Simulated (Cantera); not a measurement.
What does this Cantera script print?

```python
import numpy as np
import cantera as ct

gas_names = """
    HBr H
""".split()
cond_names = """
    Ba(cr) Ba(L) BaBr2(s) BaBr2(L)
""".split()


# ... load() reads the species with a 1 bar reference pressure and builds the phases ...
species = {s.name: s for s in load("nasa_gas.yaml", gas_names) + load("nasa_condensed.yaml", cond_names)}
# Each term lists the table entries of one substance; the one whose range holds T is used.
reactions = {
    'Ba + 2 HBr(g) = BaBr2 + 2 H(g)':
        [(-1, ['Ba(cr)', 'Ba(L)']), (-2, ['HBr']), (1, ['BaBr2(s)', 'BaBr2(L)']), (2, ['H'])],
}


def pick(names, T):
    return next(species[n] for n in names if species[n].thermo.min_temp <= T <= species[n].thermo.max_temp)


results = []
for label, terms in reactions.items():
    print(label)
    print("     T/K   dH/kJ  dS/(J/K)   dG/kJ   log10 K")
    for T in [1600, 1700, 1800, 1900, 2000, 2100, 2200, 2300]:
        used = [(nu, pick(names, T)) for nu, names in terms]
        dH = sum(nu * s.thermo.h(T) for nu, s in used) / 1e6
        dS = sum(nu * s.thermo.s(T) for nu, s in used) / 1e3
        dG = dH - T * dS / 1e3
        logK = -dG * 1e6 / (ct.gas_constant * T * np.log(10))
        results.append((label, T, dH, dS, dG, logK, [s.name for _, s in used]))
        print(f"{T:8g} {dH:8.1f} {dS:8.1f} {dG:8.1f} {logK:8.2f}")
```

Result:

```
Ba + 2 HBr(g) = BaBr2 + 2 H(g)
     T/K   dH/kJ  dS/(J/K)   dG/kJ   log10 K
    1600   -180.8     -6.0   -171.3     5.59
    1700   -177.2     -3.8   -170.8     5.25
    1800   -173.7     -1.7   -170.6     4.95
    1900   -170.2      0.1   -170.5     4.69
    2000   -166.8      1.9   -170.6     4.45
    2100   -163.4      3.6   -170.9     4.25
    2200   -160.0      5.1   -171.3     4.07
    2300   -156.7      6.6   -171.9     3.90
```

Cantera with NASA thermochemical tables; ideal gases at 1 bar, condensed phases pure. Condensed species are held in their standard states even where they would react or evaporate.
